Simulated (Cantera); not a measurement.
An isothermal, constant-pressure homogeneous reactor starts with 69.4 % CH₄, 30.6 % H₂O, at 1575 K and 10.0 bar.

Detailed kinetics in Cantera: GRI-Mech 3.0 (53 species, 325 reactions). GRI-Mech 3.0 stops at C3 and has no aromatics, soot or wall deposition, so with more carbon than oxygen in the feed, carbon stays in small species such as C2H2 where larger ones or solid carbon would form.

x: mole fraction; the columns are a selection and need not sum to one.

```json
[
 {"t (s)": "4.00e-6", "x CH₄": "0.694", "x H₂O": "0.306", "x CH₂CO": "<1e-12", "x CO₂": "<1e-12", "x CO": "3.31e-12", "x H": "6.19e-8"},
 {"t (s)": "1.90e-5", "x CH₄": "0.694", "x H₂O": "0.306", "x CH₂CO": "<1e-12", "x CO₂": "<1e-12", "x CO": "1.72e-9", "x H": "7.29e-8"},
 {"t (s)": "9.06e-5", "x CH₄": "0.692", "x H₂O": "0.305", "x CH₂CO": "3.03e-11", "x CO₂": "1.26e-11", "x CO": "1.13e-7", "x H": "9.66e-8"},
 {"t (s)": "0.000431", "x CH₄": "0.683", "x H₂O": "0.305", "x CH₂CO": "1.24e-8", "x CO₂": "(withheld)", "x CO": "5.81e-6", "x H": "2.65e-7"},
 {"t (s)": "0.00205", "x CH₄": "0.628", "x H₂O": "0.297", "x CH₂CO": "2.30e-6", "x CO₂": "(withheld)", "x CO": "0.000113", "x H": "1.20e-6"},
 {"t (s)": "0.00976", "x CH₄": "0.461", "x H₂O": "0.267", "x CH₂CO": "1.59e-5", "x CO₂": "(withheld)", "x CO": "0.000790", "x H": "3.72e-6"},
 {"t (s)": "0.0464", "x CH₄": "0.277", "x H₂O": "0.231", "x CH₂CO": "2.23e-5", "x CO₂": "(withheld)", "x CO": "0.00526", "x H": "7.58e-6"},
 {"t (s)": "0.221", "x CH₄": "0.264", "x H₂O": "0.198", "x CH₂CO": "1.69e-5", "x CO₂": "(withheld)", "x CO": "0.0252", "x H": "8.32e-6"},
 {"t (s)": "1.05", "x CH₄": "0.259", "x H₂O": "0.125", "x CH₂CO": "7.61e-6", "x CO₂": "(withheld)", "x CO": "0.0772", "x H": "8.93e-6"},
 {"t (s)": "5.00", "x CH₄": "0.228", "x H₂O": "0.0464", "x CH₂CO": "2.99e-6", "x CO₂": "(withheld)", "x CO": "0.143", "x H": "9.73e-6"}
]
```

Fill in the missing entries.


- 0.000431, x CO₂: 4.26e-9
- 0.00205, x CO₂: 6.07e-7
- 0.00976, x CO₂: 1.82e-5
- 0.0464, x CO₂: 0.000426
- 0.221, x CO₂: 0.00376
- 1.05, x CO₂: 0.00728
- 5.00, x CO₂: 0.00424
